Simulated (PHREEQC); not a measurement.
Model water analysis in mmol/kgw, 52 °C, pH 6.76:

```tsv
constituent	mmol/kgw
Na	283
K	5.55
Ca	0.554
Mg	11.2
Cl	298
S(6)	2.9
Alkalinity (meq/kgw)	0.112
```

Valence states are taken as typed.

Equilibrium calculation in PHREEQC: Pitzer model, pitzer.dat.

```
quantity           before     after
---------------  --------  --------
HCO3- (mol/kgw)  0.000111  0.000111
CO2 (mol/kgw)     2.42e-5   1.83e-5
MgOH+ (mol/kgw)   2.36e-7   1.64e-7
CO3-2 (mol/kgw)   1.85e-7   1.74e-7
MgCO3 (mol/kgw)   1.09e-7   5.76e-8
HSO4- (mol/kgw)   2.31e-8   1.92e-8
```

Name the change that produced these shifts.
A) pH from 6.76 to 7.76 at the same alkalinity
B) pH from 6.76 to 5.76 at the same alkalinity
C) Na from 283 to 849 mmol/kgw
D) temperature from 52 to 85 °C at the same typed pH

C, Na from 283 to 849 mmol/kgw

No solid was allowed to form. Constants without temperature data keep their 25 °C values here.
